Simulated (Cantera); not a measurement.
Charge: 1 mol C3H8, 0.19 mol CO2, at 69.0 bar.

Equilibrium computed with Cantera from the NASA thermochemical tables; the gas is ideal and each condensed phase is pure. Candidate condensed phases: C, C6H6, C7H8, C8H18, H2O; 110 gas species. The ideal-gas law is rough above about 30 bar. Kinetics and transport are ignored. All values below are at 1925 °C.

Base state: H2 0.894, CO 0.0877, CH4 0.0146, C2H2 (acetylene) 0.00227, H 0.000634, C2H4 0.000344, H2O 0.000311, CH3 0.000198 (mole fractions); condensed: C(graphite).

**Question.** What changes in the equilibrium state with this change: pressure from 69.0 bar to 0.0270 bar?

**Answer.** 
| species | before | after |
|---|---|---|
| H2 | 0.894 | 0.881 |
| CO | 0.0877 | 0.0854 |
| H | 0.000634 | 0.0318 |
| CH4 | 0.0146 | 5.53e-6 |
| H2O | 0.000311 | 1.17e-7 |
| C2H4 | 0.000344 | 1.31e-7 |
| CH3 | 0.000198 | 3.83e-6 |
| C(graphite), mol | 2.72 | 2.79 |
